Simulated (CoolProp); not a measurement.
Sulfur dioxide at 364.22 K and 0.378 MPa is throttled through a valve to 0.221 MPa with no heat exchange. Each further row changes one setting.

Model: reference Helmholtz-energy equation of state, Gao 2016, in CoolProp.

| case | temperature change (K) | final density (kg/m³) |
|---|---|---|
| as stated | ? | ? |
| outlet pressure 0.0663 MPa | -6.4 | ? |
| outlet pressure 0.287 MPa | -1.8 | ? |

What belongs in the gaps?


- as stated, temperature change (K): -3.2
- as stated, final density (kg/m³): 4.80
- outlet pressure 0.0663 MPa, final density (kg/m³): 1.44
- outlet pressure 0.287 MPa, final density (kg/m³): 6.25
